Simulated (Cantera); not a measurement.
A Cantera script and its output.

```python
import numpy as np
import cantera as ct

gas = ct.Solution("gri30.yaml")
gas.TPX = 2198, 54000, {'NO': 0.34, 'N2': 0.58}
reactor = ct.IdealGasConstPressureReactor(gas, energy="off", clone=False)
net = ct.ReactorNet([reactor])
net.rtol, net.atol = 1e-08, 1e-18
show = ['NO', 'NO2', 'N2O', 'O2', 'N2', 'O']
times = np.geomspace(0.0008, 6, 10)

steps = ct.SolutionArray(gas, extra=["t"])
rows = []
print(f"{'t/s':>10s}{'T/K':>9s}{'P/Pa':>11s}" + "".join(f"{s:>11s}" for s in show))
for t in times:
    while net.time < t:
        t_next = net.step()
        steps.append(gas.state, t=t_next)
    rows.append([np.interp(t, steps.t, y) for y in (steps.T, steps.P, *steps(*show).X.T)])
    print(f"{t:10.3e}{rows[-1][0]:9.1f}{rows[-1][1]:11.4g}" + "".join(f"{x:11.3e}" for x in rows[-1][2:]))
rate = np.gradient(steps.T, steps.t)
print("integrator steps:", len(steps.t))
if steps.T.max() > steps.T[0] + 200:
    print(f"time of steepest temperature rise: {steps.t[rate.argmax()]:.4e} s")
gas.TPX = 2198, 54000, {'NO': 0.34, 'N2': 0.58}
gas.equilibrate("TP")
print(f"equilibrium (TP): T = {gas.T:.1f} K  " + "  ".join(f"{s} {gas[s].X[0]:.3e}" for s in show))
```

Result:

```
       t/s      T/K       P/Pa         NO        NO2        N2O         O2         N2          O
 8.000e-04   2198.0    5.4e+04  3.688e-01  5.067e-05  6.863e-05  1.363e-04  6.307e-01  2.768e-04
 2.156e-03   2198.0    5.4e+04  3.673e-01  6.821e-05  6.833e-05  8.285e-04  6.314e-01  3.756e-04
 5.811e-03   2198.0    5.4e+04  3.630e-01  7.493e-05  6.633e-05  2.924e-03  6.335e-01  4.122e-04
 1.566e-02   2198.0    5.4e+04  3.512e-01  8.928e-05  6.125e-05  8.781e-03  6.394e-01  4.957e-04
 4.220e-02   2198.0    5.4e+04  3.179e-01  1.139e-04  4.879e-05  2.533e-02  6.560e-01  6.766e-04
 1.137e-01   2198.0    5.4e+04  2.320e-01  1.265e-04  2.489e-05  6.804e-02  6.988e-01  9.999e-04
 3.065e-01   2198.0    5.4e+04  9.248e-02  7.037e-05  4.070e-06  1.377e-01  7.684e-01  1.370e-03
 8.261e-01   2198.0    5.4e+04  1.967e-02  1.678e-05  5.865e-07  1.740e-01  8.048e-01  1.526e-03
 2.226e+00   2198.0    5.4e+04  1.183e-02  1.020e-05  4.879e-07  1.779e-01  8.087e-01  1.542e-03
 6.000e+00   2198.0    5.4e+04  1.177e-02  1.015e-05  4.873e-07  1.780e-01  8.087e-01  1.542e-03
integrator steps: 935
equilibrium (TP): T = 2198.0 K  NO 1.177e-02  NO2 1.015e-05  N2O 4.873e-07  O2 1.780e-01  N2 8.087e-01  O 1.542e-03
```

Detailed kinetics in Cantera: GRI-Mech 3.0 (53 species, 325 reactions).
